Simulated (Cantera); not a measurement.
Hydrocarbon pyrolysis for carbon deposition

An isothermal, constant-pressure homogeneous reactor starts with C₂H₆ : N₂ = 1 : 40 (molar parts), at 1300 K and 3.60 Torr.

Detailed kinetics in Cantera: GRI-Mech 3.0 (53 species, 325 reactions). GRI-Mech 3.0 stops at C3 and has no aromatics, soot or wall deposition, so with more carbon than oxygen in the feed, carbon stays in small species such as C2H2 where larger ones or solid carbon would form. Radical loss at walls, strong at low pressure, is not modelled.

```json
[
 {"t (s)": "2.00e-5", "x C₂H₆": "0.0244", "x H₂": "4.78e-12", "x C₂H": "<1e-12", "x C₂H₂": "<1e-12", "x CH₃": "6.79e-7", "x C₂H₄": "3.90e-12"},
 {"t (s)": "0.000104", "x C₂H₆": "0.0244", "x H₂": "1.60e-10", "x C₂H": "<1e-12", "x C₂H₂": "<1e-12", "x CH₃": "3.54e-6", "x C₂H₄": "3.71e-10"},
 {"t (s)": "0.000545", "x C₂H₆": "0.0244", "x H₂": "2.22e-8", "x C₂H": "<1e-12", "x C₂H₂": "<1e-12", "x CH₃": "1.84e-5", "x C₂H₄": "4.34e-8"},
 {"t (s)": "0.00284", "x C₂H₆": "0.0243", "x H₂": "4.63e-6", "x C₂H": "<1e-12", "x C₂H₂": "1.48e-10", "x CH₃": "9.21e-5", "x C₂H₄": "5.47e-6"},
 {"t (s)": "0.0148", "x C₂H₆": "0.0236", "x H₂": "0.000483", "x C₂H": "7.40e-12", "x C₂H₂": "1.10e-6", "x CH₃": "0.000417", "x C₂H₄": "0.000514"},
 {"t (s)": "0.0775", "x C₂H₆": "0.0145", "x H₂": "0.00760", "x C₂H": "8.33e-10", "x C₂H₂": "0.000395", "x CH₃": "0.000949", "x C₂H₄": "0.00772"},
 {"t (s)": "0.404", "x C₂H₆": "0.000503", "x H₂": "0.0239", "x C₂H": "4.69e-9", "x C₂H₂": "0.00742", "x CH₃": "0.000189", "x C₂H₄": "0.0124"},
 {"t (s)": "2.11", "x C₂H₆": "5.54e-6", "x H₂": "0.0308", "x C₂H": "1.17e-9", "x C₂H₂": "0.0140", "x CH₃": "2.39e-5", "x C₂H₄": "0.00620"},
 {"t (s)": "11.0", "x C₂H₆": "3.94e-7", "x H₂": "0.0343", "x C₂H": "3.79e-10", "x C₂H₂": "0.0175", "x CH₃": "6.24e-6", "x C₂H₄": "0.00261"},
 {"t (s)": "57.5", "x C₂H₆": "2.26e-7", "x H₂": "0.0366", "x C₂H": "3.32e-10", "x C₂H₂": "0.0199", "x CH₃": "4.85e-6", "x C₂H₄": "0.000231"},
 {"t (s)": "300", "x C₂H₆": "2.44e-7", "x H₂": "0.0371", "x C₂H": "3.65e-10", "x C₂H₂": "0.0202", "x CH₃": "5.11e-6", "x C₂H₄": "1.62e-5"}
]
```
x: mole fraction; the columns are a selection and need not sum to one.

Equilibrium at this temperature and pressure: C₂H₆ 4.99e-11, H₂ 0.0464, C₂H 2.35e-10, C₂H₂ 0.00704, CH₃ 6.04e-8, C₂H₄ 4.45e-6 (gas phase only).
